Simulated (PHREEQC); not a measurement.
Solution (20 °C): 6.5 mmol/kgw NaOH, 9.9 mmol/kgw CO2 and 68 mmol/kgw K2CO3. Closed to the air; pH follows from the charge balance.

All values are PHREEQC results (ion-association model, phreeqc.dat), not measurements.

Each row changes one thing in this solution. Precipitation was switched off in this run.

```tsv
case	pH	ionic strength (mol/kgw)	CO3-2 (mol/kgw)	HCO3- (mol/kgw)	Na+ (mol/kgw)	NaCO3- (mol/kgw)
as made	10.65	0.204	0.0627	0.0137	0.00506	0.00142
NaOH from 0.0065 to 0.0013 mol/kgw	10.49	0.196	0.0588	0.0188	0.00102	0.000273
NaOH from 0.0065 to 0.00585 mol/kgw	[?]	0.203	[?]	0.0143	0.00456	0.00127
K2CO3 left out	6.62	0.00648	[?]	0.00648	0.00648	9.91e-8
temperature from 20 to 90 °C	10.11	0.189	0.0520	0.0207	0.00133	0.00517
temperature from 20 to 45 °C	10.41	0.200	0.0601	[?]	0.00348	0.00300
```

Q: Fill in the missing entries.

A: 
- NaOH from 0.0065 to 0.00585 mol/kgw, pH: 10.63
- NaOH from 0.0065 to 0.00585 mol/kgw, CO3-2 (mol/kgw): 0.0623
- K2CO3 left out, CO3-2 (mol/kgw): 1.47e-6
- temperature from 20 to 45 °C, HCO3- (mol/kgw): 0.0148

Away from 25 °C the constants follow the database's enthalpies or fits; those with neither stay at their 25 °C values.
